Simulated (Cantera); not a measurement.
Input: 1 mol Si, 2.4 mol N2O, a varied amount of H2, held at 1523 K and 78.0 mbar.

These are equilibrium values from Cantera (NASA tables, ideal gas, pure condensed phases), not measurements of a reactor. Candidate condensed phases: H2O, Si, SiO2, Si2N2O, Si3N4; 35 gas species. The tables hold silica as quartz up to 1696 K and as liquid above; real silica turns to tridymite and cristobalite and melts near 1996 K. Rates play no part.

Task: At 3.2 mol H2, list the 4 most abundant gas species with their mole fractions, and the condensed phases.

Result: H2 0.500, N2 0.429, H2O 0.0714, H 5.85e-5. Condensed: SiO2(β-quartz).
